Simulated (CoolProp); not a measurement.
Model: reference Helmholtz-energy equation of state, Span 1996, in CoolProp.

### Question
For carbon dioxide, give the phase and the density (kg/m³), cv (kJ/(kg K)), Prandtl number, fugacity coefficient at 507.9 K and 34.7 MPa; 537.5 K and 34.7 MPa.

### Answer
- 507.9 K and 34.7 MPa: supercritical; density 392, cv 0.905, Prandtl number 0.982, fugacity coefficient 0.847
- 537.5 K and 34.7 MPa: supercritical; density 358, cv 0.912, Prandtl number 0.929, fugacity coefficient 0.889

Viscosity comes from a separate model (Laesecke 2017). Thermal conductivity comes from a separate model (Huber 2016).
